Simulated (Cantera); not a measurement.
A closed system holds: 1 mol C, 3.7 mol H2O, 48 mol N2, held at 602 °C and 0.100 bar.

These are equilibrium values from Cantera (NASA tables, ideal gas, pure condensed phases), not measurements of a reactor. Kinetics and transport are ignored.

```json
[
 {"species": "N2", "before": "0.911", "after": "0.911"},
 {"species": "H2O", "before": "0.0371", "after": "0.0452"},
 {"species": "H2", "before": "0.0331", "after": "0.0249"},
 {"species": "CO2", "before": "0.0142", "after": "0.00601"},
 {"species": "CO", "before": "0.00480", "after": "0.0130"},
 {"species": "H", "before": "<1e-9", "after": "0.000220"},
 {"species": "OH", "before": "<1e-9", "after": "2.79e-5"}
]
```
Gas species are given as mole fractions.

**Question.** What was changed between the two runs?
A) H2O from 3.7 to 0.75 mol
B) temperature from 602 °C to 2475 °C
C) temperature from 602 °C to 1552 °C
D) H2O from 3.7 to 0.023 mol

**Answer.** C, temperature from 602 °C to 1552 °C
